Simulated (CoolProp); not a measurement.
CH3F (R41) at 255.7 K and 0.576 MPa is throttled through a valve to 0.393 MPa with no heat exchange. Each further row changes one setting.

The numbers come from the reference Helmholtz-energy equation of state, Lemmon 2006 in CoolProp. It is a short technical equation, of lower accuracy than the large ones.

```csv
case,temperature change (K),final density (kg/m³)
as stated,(withheld),6.85
outlet pressure 0.118 MPa,(withheld),(withheld)
outlet pressure 0.511 MPa,(withheld),(withheld)
```

**Question.** Some entries are withheld; supply them.

**Answer.** 
- as stated, temperature change (K): -5.3
- outlet pressure 0.118 MPa, temperature change (K): -14.2
- outlet pressure 0.118 MPa, final density (kg/m³): 2.04
- outlet pressure 0.511 MPa, temperature change (K): -1.8
- outlet pressure 0.511 MPa, final density (kg/m³): 8.93
